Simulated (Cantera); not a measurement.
Input (Python, Cantera) and output of one run.

```python
import numpy as np
import cantera as ct

gas_names = """
    H HNO HNO2 HNO3 HO2 H2 H2O H2O2 N NH NH2 NH3 NH2OH NO NO2 NO3 N2 N2H2 N2H4 N2O O OH O2 O3 Zr ZrN ZrO
    ZrO2
""".split()
cond_names = """
    H2O(s) H2O(L) Zr(a) Zr(b) Zr(L) ZrN(s) ZrN(L) ZrO2(a) ZrO2(b) ZrO2(L)
""".split()


# ... load() reads the species with a 1 bar reference pressure and builds the phases ...
atoms = {
    'Zr': {'Zr': 1},
    'N2O': {'N': 2, 'O': 1},
    'H2': {'H': 2},
}
top_T = {}  # K; cautious upper limits of use, not melting points


# ... equilibrate(T, P, feed) seeds the gas with the atoms and calls Mixture.equilibrate('TP', solver="vcs", rtol=1e-11, max_steps=5000) ...
results = []
feed = {'Zr': 1, 'N2O': 0.77, 'H2': 100}  # mol
P = 15  # Pa
for T in [1400, 1450, 1500, 1550, 1600, 1650, 1700, 1750, 1800, 1850, 1900, 1950, 2000]:
    mix = equilibrate(T, P, feed)
    results.append((T, P, feed, dict(zip(mix.species_names, mix.species_moles))))
    x = sorted(zip(gas.X, gas.species_names), reverse=True)
    print(f"T = {T:g} K  P = {P:g} Pa  gas = {mix.phase_moles(0):.4g} mol")
    print("   x: " + "  ".join(f"{s} {v:.3e}" for v, s in x if v > 1e-05))
    print("   condensed (mol): " + ("  ".join(f"{mix.phase(i).name} {mix.phase_moles(i):.4g}"
          for i in range(1, mix.n_phases) if mix.phase_moles(i) > 1e-12) or "none"))
```

Output:

```
T = 1400 K  P = 15 Pa  gas = 100.5 mol
   x: H2 9.950e-01  N2 4.603e-03  H 3.962e-04
   condensed (mol): ZrN(s) 0.615  ZrO2(a) 0.385
T = 1450 K  P = 15 Pa  gas = 100.5 mol
   x: H2 9.946e-01  N2 4.602e-03  H 7.701e-04
   condensed (mol): ZrN(s) 0.615  ZrO2(a) 0.385
T = 1500 K  P = 15 Pa  gas = 100.5 mol
   x: H2 9.940e-01  N2 4.600e-03  H 1.433e-03
   condensed (mol): ZrN(s) 0.615  ZrO2(b) 0.385
T = 1550 K  P = 15 Pa  gas = 100.6 mol
   x: H2 9.928e-01  N2 4.598e-03  H 2.562e-03
   condensed (mol): ZrN(s) 0.6151  ZrO2(b) 0.3849
T = 1600 K  P = 15 Pa  gas = 100.7 mol
   x: H2 9.910e-01  N2 4.593e-03  H 4.419e-03
   condensed (mol): ZrN(s) 0.6151  ZrO2(b) 0.3849
T = 1650 K  P = 15 Pa  gas = 100.8 mol
   x: H2 9.880e-01  H 7.373e-03  N2 4.586e-03
   condensed (mol): ZrN(s) 0.6151  ZrO2(b) 0.3849
T = 1700 K  P = 15 Pa  gas = 101.1 mol
   x: H2 9.835e-01  H 1.193e-02  N2 4.576e-03
   condensed (mol): ZrN(s) 0.6151  ZrO2(b) 0.3849
T = 1750 K  P = 15 Pa  gas = 101.4 mol
   x: H2 9.767e-01  H 1.877e-02  N2 4.560e-03
   condensed (mol): ZrN(s) 0.6151  ZrO2(b) 0.3849
T = 1800 K  P = 15 Pa  gas = 101.9 mol
   x: H2 9.667e-01  H 2.874e-02  N2 4.537e-03
   condensed (mol): ZrN(s) 0.6152  ZrO2(b) 0.3848
T = 1850 K  P = 15 Pa  gas = 102.7 mol
   x: H2 9.526e-01  H 4.293e-02  N2 4.504e-03
   condensed (mol): ZrN(s) 0.6152  ZrO2(b) 0.3847
T = 1900 K  P = 15 Pa  gas = 103.7 mol
   x: H2 9.329e-01  H 6.258e-02  N2 4.459e-03
   condensed (mol): ZrN(s) 0.615  ZrO2(b) 0.3845
T = 1950 K  P = 15 Pa  gas = 105.1 mol
   x: H2 9.065e-01  H 8.911e-02  N2 4.401e-03  ZrO 1.498e-05
   condensed (mol): ZrN(s) 0.6145  ZrO2(b) 0.3839
T = 2000 K  P = 15 Pa  gas = 107.1 mol
   x: H2 8.716e-01  H 1.240e-01  N2 4.329e-03  ZrO 5.102e-05
   condensed (mol): ZrN(s) 0.6126  ZrO2(b) 0.3819
```

Cantera equilibrium calculation (NASA polynomials, part measured and part estimated; ideal gas, pure solids and liquids). Mutual solubility and eutectic melting of coexisting phases are not modelled. ZrN: taken at fixed stoichiometry. Condensed phases not in the tables: solid solutions among these carbides, nitrides and lower oxides.
